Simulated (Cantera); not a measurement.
Input: 1 mol Pb, 5.2 mol H2, at 625 K and 0.260 bar.

Equilibrium computed with Cantera from the NASA thermochemical tables; the gas is ideal and each condensed phase is pure. Candidate condensed phases: Pb; 4 gas species. Rates play no part.

Question: What is the equilibrium state?

Answer: 
- x(H2): 1.00
- n(Pb(l)): 1.00 mol
- gas amount: 5.200 mol
